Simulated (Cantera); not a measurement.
Charge: 1 mol LiCl, 0.26 mol O₂, 6.9 mol H₂, at 1000 Pa.

These are equilibrium values from Cantera (NASA tables, ideal gas, pure condensed phases), not measurements of a reactor. Candidate condensed phases: H₂O, Li, LiCl, LiH, LiOH, Li₂O; 25 gas species. Equilibrium is a limit: real reactors are often held back by kinetics, nucleation or transport. All values below are at 2048 K.

Base state: H₂ 0.783, LiCl 0.116, H₂O 0.0627, H 0.0198, HCl 0.00895, Li 0.00701, LiOH 0.00208, OH 0.000173 (mole fractions); condensed: gas only.

Problem. What changes in the equilibrium state with this change: pressure from 1000 Pa to 81.0 Pa?

Solution. 
```json
[
 {"species": "H₂", "before": "0.783", "after": "0.734"},
 {"species": "LiCl", "before": "0.116", "after": "0.106"},
 {"species": "H", "before": "0.0198", "after": "0.0674"},
 {"species": "Li", "before": "0.00701", "after": "0.0139"},
 {"species": "HCl", "before": "0.00895", "after": "0.0141"},
 {"species": "H₂O", "before": "0.0627", "after": "0.0613"},
 {"species": "O", "before": "3.15e-6", "after": "4.06e-5"},
 {"species": "Cl", "before": "0.000168", "after": "0.000960"},
 {"species": "OH", "before": "0.000173", "after": "0.000612"},
 {"species": "LiH", "before": "2.51e-5", "after": "1.37e-5"}
]
```
